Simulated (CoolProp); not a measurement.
Saturated liquid density (kg/m³) of n-heptane: the reference equation beside estimates from Tc = 268.1 °C, pc = 2.774 MPa, ω = 0.349.

Computed with CoolProp (reference Helmholtz-energy equation of state, Span 2003). It is a short technical equation, of lower accuracy than the large ones.

```csv
T (°C),reference,Redlich-Kwong,Soave-Redlich-Kwong,Peng-Robinson
42.65,664.4,?,591.6,666.9
50.15,?,561.6,586.3,661.2
57.75,?,555.3,?,655.2
65.25,644.7,548.9,574.9,649.0
72.75,637.9,542.3,569.0,642.7
80.25,?,535.5,562.9,636.0
87.75,624.2,528.6,556.5,?
95.25,617.2,?,?,621.9
```

Q: Complete the blanks.

A: 
- 42.65, Redlich-Kwong: 567.7
- 50.15, reference: 658.0
- 57.75, reference: 651.3
- 57.75, Soave-Redlich-Kwong: 580.7
- 80.25, reference: 631.1
- 87.75, Peng-Robinson: 629.1
- 95.25, Redlich-Kwong: 521.4
- 95.25, Soave-Redlich-Kwong: 549.9

Absolute difference from the reference over all 8 rows, mean and median: Redlich-Kwong 15.0 and 14.9 %, Soave-Redlich-Kwong 10.9 and 10.8 %, Peng-Robinson 0.7 and 0.7 %.
